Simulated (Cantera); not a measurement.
A freely propagating, adiabatic, planar premixed flame of 8.73 % CH4, 17.8 % O2, 67.0 % N2, 5.41 % H2O, 1.05 % H2, unburnt at 700 K and 4.10 bar; mixture-averaged transport, grid criteria slope 0.08 and curve 0.16, no radiation.

Model: GRI-Mech 3.0 (53 species, 325 reactions), integrated in Cantera. Burning velocities carry a grid error of a few per cent, more on coarse grids.

x: mole fraction of selected species; z is measured from the peak of heat release.

```
z (mm)   T (K)  u (m/s)     x CH4     x O2   x H2O       x O    x HCN  x C2H4
-------  -----  -------  --------  -------  ------  --------  -------  ------
-0.349     700    0.991    0.0872    0.178  0.0542     <1e-8    <1e-8       …
-0.233     704    0.998    0.0868    0.178  0.0550     <1e-8    <1e-8       …
-0.175     715     1.02    0.0859    0.177  0.0568     <1e-8  1.14e-8       …
-0.116     783     1.12    0.0811    0.171  0.0665   2.17e-8  9.95e-8       …
-0.0582   1143     1.65    0.0572    0.139   0.109   5.90e-6  9.27e-7       …
-0.0291   1527     2.21    0.0311   0.0999   0.151   7.30e-5  2.32e-6       …
0         1903     2.77   0.00682   0.0540   0.191  0.000543  4.73e-6       …
0.0291    2071     3.01  0.000389   0.0283   0.208   0.00167  4.07e-6       …
0.0582    2136     3.09   1.15e-5   0.0198   0.212   0.00207  1.55e-6       …
0.116     2212     3.18   1.55e-8   0.0147   0.216   0.00168  1.87e-7   <1e-8
0.233     2288     3.28     <1e-8   0.0111   0.221   0.00107    <1e-8   <1e-8
0.466     2347     3.35     <1e-8  0.00836   0.226  0.000631    <1e-8   <1e-8
0.932     2382     3.39     <1e-8  0.00656   0.229  0.000414    <1e-8   <1e-8
```

**Question.** What belongs in the gaps?

**Answer.** 
- -0.349, x C2H4: 5.19e-8
- -0.233, x C2H4: 9.81e-7
- -0.175, x C2H4: 4.27e-6
- -0.116, x C2H4: 3.81e-5
- -0.0582, x C2H4: 0.000357
- -0.0291, x C2H4: 0.000721
- 0, x C2H4: 0.000369
- 0.0291, x C2H4: 1.33e-5
- 0.0582, x C2H4: 1.16e-7
